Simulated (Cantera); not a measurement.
Input (Python, Cantera) and output of one run.

```python
import numpy as np
import cantera as ct

gas_names = [...]  # 136 gases of nasa_gas.yaml made of C, H, N, O
cond_names = """
    C(gr) C6H6(L) C7H8(L) C8H18(L),n-octa H2O(s) H2O(L)
""".split()


# ... load() reads the species with a 1 bar reference pressure and builds the phases ...
atoms = {
    'n-butane': {'C': 4, 'H': 10},
    'CO2': {'C': 1, 'O': 2},
    'N2': {'N': 2},
}
top_T = {'C(gr)': 4500}  # K; cautious upper limits of use, not melting points


# ... equilibrate(T, P, feed) seeds the gas with the atoms and calls Mixture.equilibrate('TP', solver="vcs", rtol=1e-11, max_steps=5000) ...
results = []
feed = {'n-butane': 1, 'CO2': 1.3, 'N2': 8.7}  # mol
for P in [10, 72, 520, 3700, 27000, 190000, 1400000, 10000000]:
    for T in [1600, 1700, 1800, 1900, 2000, 2100, 2200, 2300, 2400, 2500, 2600, 2700, 2800, 2900]:
        mix = equilibrate(T, P, feed)
        results.append((T, P, feed, dict(zip(mix.species_names, mix.species_moles))))

for T, P, feed, n in results:
    print(f"{T:7g} {P:10.4g}  " + (" + ".join(c for c in cond_names if n.get(c, 0) > 1e-12) or "gas only"))
```

Result:

```
   1600         10  C(gr)
   1700         10  C(gr)
   1800         10  C(gr)
   1900         10  C(gr)
   2000         10  C(gr)
   2100         10  C(gr)
   2200         10  C(gr)
   2300         10  C(gr)
   2400         10  C(gr)
   2500         10  C(gr)
   2600         10  C(gr)
   2700         10  gas only
   2800         10  gas only
   2900         10  gas only
   1600         72  C(gr)
   1700         72  C(gr)
   1800         72  C(gr)
   1900         72  C(gr)
   2000         72  C(gr)
   2100         72  C(gr)
   2200         72  C(gr)
   2300         72  C(gr)
   2400         72  C(gr)
   2500         72  C(gr)
   2600         72  C(gr)
   2700         72  C(gr)
   2800         72  gas only
   2900         72  gas only
   1600        520  C(gr)
   1700        520  C(gr)
   1800        520  C(gr)
   1900        520  C(gr)
   2000        520  C(gr)
   2100        520  C(gr)
   2200        520  C(gr)
   2300        520  C(gr)
   2400        520  C(gr)
   2500        520  C(gr)
   2600        520  C(gr)
   2700        520  C(gr)
   2800        520  C(gr)
   2900        520  C(gr)
   1600       3700  C(gr)
   1700       3700  C(gr)
   1800       3700  C(gr)
   1900       3700  C(gr)
   2000       3700  C(gr)
   2100       3700  C(gr)
   2200       3700  C(gr)
   2300       3700  C(gr)
   2400       3700  C(gr)
   2500       3700  C(gr)
   2600       3700  C(gr)
   2700       3700  C(gr)
   2800       3700  C(gr)
   2900       3700  C(gr)
   1600    2.7e+04  C(gr)
   1700    2.7e+04  C(gr)
   1800    2.7e+04  C(gr)
   1900    2.7e+04  C(gr)
   2000    2.7e+04  C(gr)
   2100    2.7e+04  C(gr)
   2200    2.7e+04  C(gr)
   2300    2.7e+04  C(gr)
   2400    2.7e+04  C(gr)
   2500    2.7e+04  C(gr)
   2600    2.7e+04  C(gr)
   2700    2.7e+04  C(gr)
   2800    2.7e+04  C(gr)
   2900    2.7e+04  C(gr)
   1600    1.9e+05  C(gr)
   1700    1.9e+05  C(gr)
   1800    1.9e+05  C(gr)
   1900    1.9e+05  C(gr)
   2000    1.9e+05  C(gr)
   2100    1.9e+05  C(gr)
   2200    1.9e+05  C(gr)
   2300    1.9e+05  C(gr)
   2400    1.9e+05  C(gr)
   2500    1.9e+05  C(gr)
   2600    1.9e+05  C(gr)
   2700    1.9e+05  C(gr)
   2800    1.9e+05  C(gr)
   2900    1.9e+05  C(gr)
   1600    1.4e+06  C(gr)
   1700    1.4e+06  C(gr)
   1800    1.4e+06  C(gr)
   1900    1.4e+06  C(gr)
   2000    1.4e+06  C(gr)
   2100    1.4e+06  C(gr)
   2200    1.4e+06  C(gr)
   2300    1.4e+06  C(gr)
   2400    1.4e+06  C(gr)
   2500    1.4e+06  C(gr)
   2600    1.4e+06  C(gr)
   2700    1.4e+06  C(gr)
   2800    1.4e+06  C(gr)
   2900    1.4e+06  C(gr)
   1600      1e+07  C(gr)
   1700      1e+07  C(gr)
   1800      1e+07  C(gr)
   1900      1e+07  C(gr)
   2000      1e+07  C(gr)
   2100      1e+07  C(gr)
   2200      1e+07  C(gr)
   2300      1e+07  C(gr)
   2400      1e+07  C(gr)
   2500      1e+07  C(gr)
   2600      1e+07  C(gr)
   2700      1e+07  C(gr)
   2800      1e+07  C(gr)
   2900      1e+07  C(gr)
```

These are equilibrium values from Cantera (NASA tables, ideal gas, pure condensed phases), not measurements of a reactor. The ideal-gas law is rough above about 30 bar.
